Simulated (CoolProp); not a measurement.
CHF3 (R23) along the isobar 65.7 bar: Z from the reference equation and from simpler models built on Tc = 299.3 K, pc = 48.32 bar, ω = 0.263; each cubic takes its own stable root.

The numbers come from the reference Helmholtz-energy equation of state, Penoncello 2003 in CoolProp.

```csv
T (K),phase,reference
145.8,liquid,0.2345
170.3,liquid,0.2117
194.9,liquid,0.1961
219.4,liquid,0.1862
243.9,liquid,0.1815
268.5,liquid,0.1835
293,liquid,0.2007
317.5,supercritical,0.4075
342.1,supercritical,0.6419
366.6,supercritical,0.7459
391.1,supercritical,0.8112
415.7,supercritical,0.8568
```

Problem. How far does each simpler model (van der Waals, Redlich-Kwong, Soave-Redlich-Kwong, Peng-Robinson) lie from the reference over these 12 states: mean and median of the absolute difference, and the worst?

Solution. 
- van der Waals: mean 43.2 %, median 62.4 %, worst +77.2 % at 145.8 K and 65.7 bar
- Redlich-Kwong: mean 13.8 %, median 20.0 %, worst +27.9 % at 293 K and 65.7 bar
- Soave-Redlich-Kwong: mean 13.5 %, median 16.5 %, worst +26.0 % at 293 K and 65.7 bar
- Peng-Robinson: mean 3.9 %, median 3.6 %, worst +12.9 % at 293 K and 65.7 bar
